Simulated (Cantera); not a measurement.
Input: 1 mol Si3N4, a varied amount of H2, at 925 °C and 1.33 mbar.

Cantera equilibrium calculation (NASA polynomials, part measured and part estimated; ideal gas, pure solids and liquids). Candidate condensed phases: Si, Si3N4; 18 gas species. Mutual solubility and eutectic melting of coexisting phases are not modelled. Equilibrium is a limit: real reactors are often held back by kinetics, nucleation or transport.

x: gas mole fraction; n: condensed amount in mol.

```json
[
 {"n(H2) (mol)": "1.4", "x H2": "1.000", "x N2": "2.02e-5", "x H": "5.22e-6", "x SiH2": "1.15e-8", "x NH3": "1.15e-9", "n Si3N4(s)": "1.000", "n Si(s)": "0"},
 {"n(H2) (mol)": "1.9", "x H2": "1.000", "x N2": "2.02e-5", "x H": "5.22e-6", "x SiH2": "1.15e-8", "x NH3": "1.15e-9", "n Si3N4(s)": "1.000", "n Si(s)": "0"},
 {"n(H2) (mol)": "2.7", "x H2": "1.000", "x N2": "2.02e-5", "x H": "5.22e-6", "x SiH2": "1.15e-8", "x NH3": "1.15e-9", "n Si3N4(s)": "1.000", "n Si(s)": "0"},
 {"n(H2) (mol)": "3.7", "x H2": "1.000", "x N2": "2.02e-5", "x H": "5.22e-6", "x SiH2": "1.15e-8", "x NH3": "1.15e-9", "n Si3N4(s)": "1.000", "n Si(s)": "0"},
 {"n(H2) (mol)": "5", "x H2": "1.000", "x N2": "2.02e-5", "x H": "5.22e-6", "x SiH2": "1.15e-8", "x NH3": "1.15e-9", "n Si3N4(s)": "1.000", "n Si(s)": "0"},
 {"n(H2) (mol)": "6.9", "x H2": "1.000", "x N2": "2.02e-5", "x H": "5.22e-6", "x SiH2": "1.15e-8", "x NH3": "1.15e-9", "n Si3N4(s)": "1.000", "n Si(s)": "0"},
 {"n(H2) (mol)": "9.5", "x H2": "1.000", "x N2": "2.02e-5", "x H": "5.22e-6", "x SiH2": "1.15e-8", "x NH3": "1.15e-9", "n Si3N4(s)": "1.000", "n Si(s)": "0"},
 {"n(H2) (mol)": "13", "x H2": "1.000", "x N2": "2.02e-5", "x H": "5.22e-6", "x SiH2": "1.15e-8", "x NH3": "1.15e-9", "n Si3N4(s)": "1.000", "n Si(s)": "[?]"},
 {"n(H2) (mol)": "18", "x H2": "1.000", "x N2": "2.02e-5", "x H": "5.22e-6", "x SiH2": "1.15e-8", "x NH3": "1.15e-9", "n Si3N4(s)": "1.000", "n Si(s)": "[?]"},
 {"n(H2) (mol)": "25", "x H2": "1.000", "x N2": "2.02e-5", "x H": "5.22e-6", "x SiH2": "1.15e-8", "x NH3": "1.15e-9", "n Si3N4(s)": "1.000", "n Si(s)": "[?]"},
 {"n(H2) (mol)": "34", "x H2": "1.000", "x N2": "2.02e-5", "x H": "5.22e-6", "x SiH2": "1.15e-8", "x NH3": "1.15e-9", "n Si3N4(s)": "1.000", "n Si(s)": "[?]"},
 {"n(H2) (mol)": "47", "x H2": "1.000", "x N2": "2.02e-5", "x H": "5.22e-6", "x SiH2": "1.15e-8", "x NH3": "1.15e-9", "n Si3N4(s)": "1.000", "n Si(s)": "[?]"},
 {"n(H2) (mol)": "65", "x H2": "1.000", "x N2": "2.02e-5", "x H": "5.22e-6", "x SiH2": "1.15e-8", "x NH3": "1.15e-9", "n Si3N4(s)": "0.999", "n Si(s)": "[?]"}
]
```

**Question.** Some entries are withheld; supply them.

**Answer.** 
- 13, n Si(s): 0.000393
- 18, n Si(s): 0.000545
- 25, n Si(s): 0.000757
- 34, n Si(s): 0.00103
- 47, n Si(s): 0.00142
- 65, n Si(s): 0.00197
